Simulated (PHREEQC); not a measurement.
A solution holds 0.0015 mol/kgw CdBr2, 0.002 mol/kgw LiOH and 0.00018 mol/kgw NaF, at 70 °C. Closed to the air; pH follows from the charge balance.

Model: ion-association model, phreeqc.dat, run in PHREEQC.

No solid was allowed to form.

### Question
Estimate the pH, ionic strength.

### Answer
pH 9.65; ionic strength 0.00412 mol/kgw.

### Question
In which forms is Br present?

### Answer
Br- 98 %, CdBr+ 2.0 % of the Br.

Away from 25 °C the constants follow the database's enthalpies or fits; those with neither stay at their 25 °C values.
